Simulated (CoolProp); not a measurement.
Vapour-liquid equilibrium of R114 (1) + benzene (2) at 132 kPa; x and y are mole fractions of (1).

The numbers come from the multi-fluid Helmholtz-energy mixture model, Platzer 1990 and Thol 2012; pair parameters Bell 2016 in CoolProp. This equation is an older, rougher fit; its heat capacities, sound speeds and derivatives of the liquid may be far off and weren't checked against measurements.

```csv
x,bubble temperature (°C),y at the bubble point,dew temperature at overall composition x (°C),liquid density (mol/L)
0.05,63.3,0.565,87.2,10.50
0.15,39.3,0.835,83.5,10.53
0.25,29.8,0.897,79.5,10.38
0.35,25.1,0.921,75.0,10.17
0.45,22.2,0.935,70.0,9.933
0.55,20.1,0.946,64.3,9.699
0.65,18.1,0.955,57.5,9.471
0.75,16.2,0.965,49.0,9.252
0.85,14.1,0.977,37.3,9.045
0.95,11.9,0.992,19.1,8.852
```

No azeotrope shows between x = 0.05 and 0.95.

Pair parameters are fitted to limited data, so mixtures are less certain than the pure fluids. With so large a gap from Raoult's law the liquid may split in two, which this calculation doesn't test in full.
